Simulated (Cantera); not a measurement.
## Chlorosilane synthesis and conversion: SiCl4 + Cl2 + H2

Input: 1 mol SiCl4, 0.91 mol Cl2, a varied amount of H2, held at 1273.15 K and 22.0 bar.

These are equilibrium values from Cantera (NASA tables, ideal gas, pure condensed phases), not measurements of a reactor. Candidate condensed phases: Si; 19 gas species. The tables' values for SiCl3 are old estimates; treat these amounts as uncertain. Equilibrium is a limit: real reactors are often held back by kinetics, nucleation or transport.

From 0.24 mol H2 to 6.3 mol H2 nothing is condensed. The main Si-bearing gas is SiCl4 throughout.

```
n(H2) (mol)      x H2  x HCl  x SiCl4     x Cl2  x SiHCl3
-----------  --------  -----  -------  --------  --------
0.24         6.26e-10  0.223    0.465     0.311  5.21e-11
0.38          1.86e-9  0.332    0.436     0.231  9.80e-11
0.61          7.71e-9  0.484    0.397     0.119  2.53e-10
0.97           0.0203  0.633    0.347   7.70e-8  0.000445
1.5             0.169  0.538    0.289   6.68e-9   0.00363
2.5             0.353  0.421    0.219   1.96e-9   0.00733
3.9             0.504  0.324    0.161  8.15e-10    0.0100
6.3             0.643  0.235    0.109  3.35e-10    0.0119
```
x: gas mole fraction; nothing condenses.
